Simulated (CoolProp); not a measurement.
p-xylene along the isotherm 620 K: Z from the reference equation and from simpler models built on Tc = 616.2 K, pc = 3.532 MPa, ω = 0.324; each cubic takes its own stable root.

The numbers come from the reference Helmholtz-energy equation of state, Zhou 2012 in CoolProp.

```json
[
 {"p (MPa)": "0.0279", "phase": "gas", "reference": "0.9971"},
 {"p (MPa)": "0.0435", "phase": "gas", "reference": "0.9954"},
 {"p (MPa)": "0.0677", "phase": "gas", "reference": "0.9929"},
 {"p (MPa)": "0.105", "phase": "gas", "reference": "0.9889"},
 {"p (MPa)": "0.164", "phase": "gas", "reference": "0.9826"},
 {"p (MPa)": "0.256", "phase": "gas", "reference": "0.9727"},
 {"p (MPa)": "0.398", "phase": "gas", "reference": "0.9573"},
 {"p (MPa)": "0.62", "phase": "gas", "reference": "0.9327"},
 {"p (MPa)": "0.965", "phase": "gas", "reference": "0.8931"},
 {"p (MPa)": "1.5", "phase": "gas", "reference": "0.8273"},
 {"p (MPa)": "2.34", "phase": "gas", "reference": "0.7071"},
 {"p (MPa)": "3.64", "phase": "supercritical", "reference": "0.3597"},
 {"p (MPa)": "5.67", "phase": "supercritical", "reference": "0.2465"},
 {"p (MPa)": "8.83", "phase": "supercritical", "reference": "0.3484"}
]
```

### Question
How far does each simpler model (Soave-Redlich-Kwong, Peng-Robinson) lie from the reference over these 14 states: mean and median of the absolute difference, and the worst?

### Answer
- Soave-Redlich-Kwong: mean 4.5 %, median 0.6 %, worst +24.3 % at 620 K and 5.67 MPa
- Peng-Robinson: mean 1.7 %, median 0.0 %, worst +12.3 % at 620 K and 5.67 MPa
